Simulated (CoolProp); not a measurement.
CH3F (R41) along the isobar 24.7 MPa: Z from the reference equation and from simpler models built on Tc = 317.3 K, pc = 5.906 MPa, ω = 0.200; each cubic takes its own stable root.

Computed with CoolProp (reference Helmholtz-energy equation of state, Lemmon 2006). It is a short technical equation, of lower accuracy than the large ones.

```csv
T (K),phase,reference
161.1,liquid,0.6477
166.2,liquid,0.6335
171.2,liquid,0.6205
176.3,liquid,0.6082
181.4,liquid,0.5967
186.4,liquid,0.5862
191.5,liquid,0.5762
196.6,liquid,0.5668
201.6,liquid,0.5583
206.7,liquid,0.5501
211.8,liquid,0.5426
216.8,liquid,0.5357
```

### Question
How far does each simpler model (Redlich-Kwong, Soave-Redlich-Kwong) lie from the reference over these 12 states: mean and median of the absolute difference, and the worst?

### Answer
- Redlich-Kwong: mean 27.6 %, median 27.6 %, worst +28.1 % at 161.1 K and 24.7 MPa
- Soave-Redlich-Kwong: mean 25.8 %, median 25.8 %, worst +26.8 % at 161.1 K and 24.7 MPa
